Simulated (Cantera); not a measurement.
# Pyrogenic steam for wet oxidation

An isothermal, constant-pressure homogeneous reactor starts with 17.3 % H2, 9.62 % O2, 73.1 % N2, at 800 K and 465 Torr.

Detailed kinetics in Cantera: the H2/O2 subset of GRI-Mech 3.0, which has no nitrogen chemistry. Below about 950 K walls govern HO2 and H2O2 in real vessels. The temperature is held fixed by assumption; the heat of reaction is taken as removed at once.

| t (s) | x H2 | x O2 | x HO2 | x H2O2 | x OH | x H |
|---|---|---|---|---|---|---|
| 0.000900 | 0.173 | 0.0962 | 1.58e-11 | <1e-12 | <1e-12 | <1e-12 |
| 0.00309 | 0.173 | 0.0962 | 5.51e-11 | <1e-12 | <1e-12 | <1e-12 |
| 0.0106 | 0.173 | 0.0962 | 1.91e-10 | 4.10e-12 | <1e-12 | <1e-12 |
| 0.0365 | 0.173 | 0.0962 | 6.66e-10 | 4.84e-11 | <1e-12 | <1e-12 |
| 0.125 | 0.173 | 0.0962 | 2.41e-9 | 5.90e-10 | <1e-12 | <1e-12 |
| 0.431 | 0.173 | 0.0962 | 1.05e-8 | 7.89e-9 | <1e-12 | 1.21e-12 |
| 1.48 | 0.173 | 0.0962 | 9.85e-8 | 1.89e-7 | <1e-12 | 1.13e-11 |
| 5.08 | 0.173 | 0.0961 | 7.26e-7 | 7.37e-6 | 6.23e-12 | 1.56e-10 |
| 17.5 | 0.172 | 0.0957 | 3.10e-6 | 0.000149 | 1.21e-10 | 2.12e-9 |
| 60.0 | 0.157 | 0.0878 | 5.77e-6 | 0.000528 | 5.10e-10 | 6.61e-9 |
x: mole fraction; the columns are a selection and need not sum to one.

Equilibrium at this temperature and pressure: H2 <1e-12, O2 0.0105, HO2 2.21e-12, H2O2 1.78e-12, OH 6.42e-10, H <1e-12 (gas phase only).
